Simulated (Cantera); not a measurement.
Mixture: 2.25 % C3H8, 16.3 % O2, 61.3 % N2, 20.1 % CO2, at 1.01 bar, adiabatic and at constant volume. Ignition delay is the time to a rise of 400 K.

Detailed kinetics in Cantera: GRI-Mech 3.0 (53 species, 325 reactions). GRI-Mech 3.0 was tuned for natural gas; its chemistry of propane as a main component is partial and can be far from experiment.

### Question
Predict: delay at 1073 K; delay at 1273 K; delay at 1473 K; delay at 1673 K; delay at 1873 K; apparent activation energy between 1773 and 1973 K.

### Answer
```
Property                                               Result
--------------------------------------------------  ---------
delay at 1073 K                                       0.121 s
delay at 1273 K                                       1.74 ms
delay at 1473 K                                      0.110 ms
delay at 1673 K                                       23.9 µs
delay at 1873 K                                       10.3 µs
apparent activation energy between 1773 and 1973 K  94 kJ/mol
```
